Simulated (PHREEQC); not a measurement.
Solution (25 °C): 0.014 mol/kgw HF, 0.00066 mol/kgw H2SiF6 and 0.00022 mol/kgw HNO3. Closed to the air; pH follows from the charge balance.

Equilibrium calculation in PHREEQC: ion-association model, phreeqc.dat.

This is a speciation only: nothing precipitates in the calculation.

Q: Order these F species by the share of F that they hold, largest first: SiF6-2, HF2-, F-, HF.

A: HF (64 %), SiF6-2 (22 %), F- (13 %), HF2- (1.1 %)

The pH is 2.44 and the ionic strength 0.00457 mol/kgw. Species that the database lacks are ignored. SiF6-2 is the database's only silicon fluoride.
